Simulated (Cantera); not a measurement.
Input (Python, Cantera):

```python
import numpy as np
import cantera as ct

gas = ct.Solution("h2o2.yaml")
gas.TPX = 350, 14000, {'H2': 1, 'O2': 0.769, 'N2': 2.89}
flame = ct.FreeFlame(gas, width=0.16)
flame.set_refine_criteria(ratio=3, slope=0.08, curve=0.16)
flame.transport_model = "mixture-averaged"
flame.solve(loglevel=0, auto=True)
flame.transport_model = "multicomponent"
flame.soret_enabled = True
flame.solve(loglevel=0, refine_grid=True)
z, T = flame.grid, flame.T
thick = (T[-1] - T[0]) / np.gradient(T, z).max()
show = ['H2', 'O2', 'H2O2', 'OH', 'O', 'H2O']
print(f"laminar burning velocity  {flame.velocity[0] * 100:.3f} cm/s")
print(f"burnt temperature         {T[-1]:.1f} K")
print(f"thermal thickness         {thick * 1e3:.4f} mm")
print(f"grid points               {len(z)}")
z0 = z[flame.heat_release_rate.argmax()]
print(f"{'z/mm':>9s}{'T/K':>9s}{'u/(m/s)':>9s}" + "".join(f"{s:>11s}" for s in show))
rows = []
for k in (-3, -2, -1.5, -1, -0.5, -0.25, 0, 0.25, 0.5, 1, 2, 4, 8):
    zz = z0 + k * thick
    rows.append([k * thick, np.interp(zz, z, T), np.interp(zz, z, flame.velocity),
                 *(np.interp(zz, z, flame.X[gas.species_index(s)]) for s in show)])
    print(f"{rows[-1][0] * 1e3:9.3f}{rows[-1][1]:9.1f}{rows[-1][2]:9.3f}" + "".join(f"{x:11.3e}" for x in rows[-1][3:]))
```

Result:

```
laminar burning velocity  145.551 cm/s
burnt temperature         1944.9 K
thermal thickness         4.4697 mm
grid points               117
     z/mm      T/K  u/(m/s)         H2         O2       H2O2         OH          O        H2O
  -13.409    350.0    1.456  2.146e-01  1.651e-01  1.980e-14  1.867e-16  5.701e-14  2.953e-12
   -8.939    350.0    1.455  2.146e-01  1.651e-01  3.025e-12  1.498e-14  4.578e-12  3.645e-10
   -6.705    350.0    1.455  2.145e-01  1.651e-01  7.676e-11  2.418e-13  6.965e-11  7.805e-09
   -4.470    350.0    1.454  2.137e-01  1.653e-01  5.126e-09  3.766e-11  2.210e-09  4.120e-07
   -2.235    366.3    1.488  1.942e-01  1.691e-01  1.041e-05  1.805e-05  1.579e-06  7.256e-04
   -1.117    617.6    2.433  1.524e-01  1.644e-01  1.987e-05  5.884e-04  1.244e-04  2.353e-02
    0.000   1001.6    3.873  8.064e-02  1.301e-01  1.072e-06  1.642e-03  3.726e-03  9.670e-02
    1.117   1259.7    4.853  2.699e-02  8.685e-02  1.317e-06  4.995e-03  1.024e-02  1.696e-01
    2.235   1388.8    5.333  1.645e-02  7.484e-02  1.024e-06  6.987e-03  1.183e-02  1.895e-01
    4.470   1523.8    5.815  1.425e-02  7.062e-02  5.849e-07  8.815e-03  1.076e-02  1.991e-01
    8.939   1654.8    6.267  1.178e-02  6.795e-02  2.940e-07  9.937e-03  8.428e-03  2.084e-01
   17.879   1768.0    6.646  8.332e-03  6.613e-02  1.546e-07  9.810e-03  5.666e-03  2.176e-01
   35.758   1853.7    6.927  4.848e-03  6.524e-02  8.817e-08  8.356e-03  3.177e-03  2.255e-01
```

Cantera simulation using the H2/O2 subset of GRI-Mech 3.0, which has no nitrogen chemistry; the numbers are that mechanism's predictions, not measurements. Burning velocities carry a grid error of a few per cent, more on coarse grids. Lean hydrogen flames are cellular in practice and burn faster than this planar one.
